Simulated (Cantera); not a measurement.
Charge: 1 mol SiH₂Cl₂, 6.8 mol N₂O, held at 10.0 mbar.

Equilibrium computed with Cantera from the NASA thermochemical tables; the gas is ideal and each condensed phase is pure. Candidate condensed phases: H₂O, NH₄Cl, Si, SiO₂, Si₂N₂O, Si₃N₄; 47 gas species. The tables hold silica as quartz up to 1696 K and as liquid above; real silica turns to tridymite and cristobalite and melts near 1996 K. Rates play no part.

Which condensed phases are stable at each of these points (T (K)): 673, 773, 873, 973, 1073, 1173, 1273, 1373, 1473, 1573, 1673, 1773, 1873, 1973?


```tsv
T (K)	condensed phases	Si condensed (%)
673	SiO₂(α-quartz)	100.0
773	SiO₂(α-quartz)	100.0
873	SiO₂(β-quartz)	100.0
973	SiO₂(β-quartz)	100.0
1073	SiO₂(β-quartz)	100.0
1173	SiO₂(β-quartz)	100.0
1273	SiO₂(β-quartz)	100.0
1373	SiO₂(β-quartz)	100.0
1473	SiO₂(β-quartz)	100.0
1573	SiO₂(β-quartz)	100.0
1673	SiO₂(β-quartz)	100.0
1773	SiO₂(condensed)	100.0
1873	SiO₂(condensed)	100.0
1973	SiO₂(condensed)	100.0
```

From 673 K to 773 K the condensed part is SiO₂(α-quartz). From 873 K to 1673 K the condensed part is SiO₂(β-quartz). From 1773 K to 1973 K the condensed part is SiO₂(condensed).
